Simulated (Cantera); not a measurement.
Gas mixture: 58.7 % N₂, 41.3 % NO, at 1.00 atm, frozen composition.

Cantera's kinetic-theory transport with the Lennard-Jones parameters of GRI-Mech 3.0, ideal gas; thermal conductivity in the multicomponent form. The composition is frozen, though it would react at the higher temperatures.

One state of this run: ρ (kg/m³) = 0.439; cp (J/kg/K) = 1108; μ (µPa s) = 36.4; λ (mW/m/K) = 57.1; Pr = 0.707; D (cm²/s) N₂ = 1.10; D (cm²/s) CO₂ = 0.884; D (cm²/s) OH = 1.68. D: mixture-averaged diffusion coefficient of that species in the mixture.

Q: Which value of T (K) does it belong to?
A. 600
B. 800
C. 1000
D. 400

A: B, 800
